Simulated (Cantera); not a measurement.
# Moist CO burnout

A perfectly stirred reactor is fed with CO : O2 : H2O : N2 = 0.013 : 0.046 : 0.0082 : 1 (molar parts), equivalence ratio 0.14, at 1000000 Pa; it is held at 1450 K, and followed from long to short residence time.

Computed with Cantera and GRI-Mech 3.0 (53 species, 325 reactions).

```json
[
 {"τ (s)": "0.61", "x CO": "4.65e-5", "x O2": "0.0373", "x H2O": "0.00772", "x HO2": "2.63e-7", "x H2O2": "5.97e-9"},
 {"τ (s)": "0.20", "x CO": "0.000105", "x O2": "0.0373", "x H2O": "0.00772", "x HO2": "5.66e-7", "x H2O2": "1.06e-8"},
 {"τ (s)": "0.063", "x CO": "0.000245", "x O2": "0.0373", "x H2O": "0.00771", "x HO2": "1.24e-6", "x H2O2": "1.92e-8"},
 {"τ (s)": "0.021", "x CO": "0.000542", "x O2": "0.0375", "x H2O": "0.00771", "x HO2": "2.51e-6", "x H2O2": "3.42e-8"},
 {"τ (s)": "0.0067", "x CO": "0.00121", "x O2": "0.0378", "x H2O": "0.00770", "x HO2": "4.89e-6", "x H2O2": "6.34e-8"},
 {"τ (s)": "0.0022", "x CO": "0.00250", "x O2": "0.0384", "x H2O": "0.00768", "x HO2": "8.48e-6", "x H2O2": "1.15e-7"},
 {"τ (s)": "0.00070", "x CO": "0.00477", "x O2": "0.0395", "x H2O": "0.00765", "x HO2": "1.31e-5", "x H2O2": "1.92e-7"},
 {"τ (s)": "0.00023", "x CO": "0.00766", "x O2": "0.0408", "x H2O": "0.00762", "x HO2": "1.71e-5", "x H2O2": "2.67e-7"}
]
```
x: mole fraction; the columns are a selection and need not sum to one.
